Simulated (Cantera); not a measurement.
A freely propagating, adiabatic, planar premixed flame of CH4 : O2 : N2 = 1 : 3.03 : 11.4 (molar parts), equivalence ratio 0.66, unburnt at 398 K and 4.93 atm; mixture-averaged transport, grid criteria slope 0.08 and curve 0.16, no radiation.

Model: GRI-Mech 3.0 (53 species, 325 reactions), integrated in Cantera. Burning velocities carry a grid error of a few per cent, more on coarse grids.

Q: How do the results move with these cheaper or finer settings: unity-Lewis-number transport; multicomponent transport; multicomponent+Soret transport; grid criteria slope 0.5, curve 1; grid criteria slope 0.25, curve 0.5; grid criteria slope 0.03, curve 0.06?

A: 
| setting | laminar burning velocity | thermal thickness | peak x(O) | peak x(CH2CO) | grid points |
|---|---|---|---|---|---|
| as above | 12.7 cm/s | 0.253 mm | 0.000573 | 8.78e-5 | 132 |
| unity-Lewis-number transport | 12.8 cm/s | 0.239 mm | 0.000662 | 6.43e-5 | 128 |
| multicomponent transport | 12.9 cm/s | 0.254 mm | 0.000583 | 8.96e-5 | 132 |
| multicomponent+Soret transport | 12.8 cm/s | 0.256 mm | 0.000579 | 8.88e-5 | 133 |
| grid criteria slope 0.5, curve 1 | 13.7 cm/s | 0.281 mm | 0.000548 | 8.75e-5 | 33 |
| grid criteria slope 0.25, curve 0.5 | 13.2 cm/s | 0.266 mm | 0.000551 | 8.71e-5 | 52 |
| grid criteria slope 0.03, curve 0.06 | 12.5 cm/s | 0.249 mm | 0.000577 | 8.78e-5 | 310 |
The base run took about 17 core-seconds (a rough figure).
Unity Lewis numbers drop preferential diffusion, which matters most where H2 and H carry the flame; Soret adds thermal diffusion.
